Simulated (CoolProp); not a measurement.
A closed Brayton cycle with nitrogen: compressor inlet 319.15 K and 1.5 MPa, high pressure 4.66 MPa, turbine inlet 760 K, compressor efficiency 0.89, turbine efficiency 0.85, recuperator effectiveness 0.9 (on enthalpy, no pinch check). Each further row changes one setting.

Values from CoolProp's reference Helmholtz-energy equation of state, Span 2000.

```csv
case,thermal efficiency (%),net work (kJ/kg),compressor to turbine work,compressor exit (K),turbine exit (K)
as stated,22.2,45.6,0.76,456.8,588.4
turbine inlet 710 K,17.5,32.9,[?],456.8,548.2
compressor inlet 329.15 K,20.2,[?],0.78,[?],588.4
high pressure 3.96 MPa,24.5,45.5,0.72,[?],[?]
recuperator effectiveness 0.5,17.4,45.6,0.76,456.8,588.4
```

Some entries are withheld; supply them.


- turbine inlet 710 K, compressor to turbine work: 0.81
- compressor inlet 329.15 K, net work (kJ/kg): 41.0
- compressor inlet 329.15 K, compressor exit (K): 470.9
- high pressure 3.96 MPa, compressor exit (K): 434.2
- high pressure 3.96 MPa, turbine exit (K): 610.2
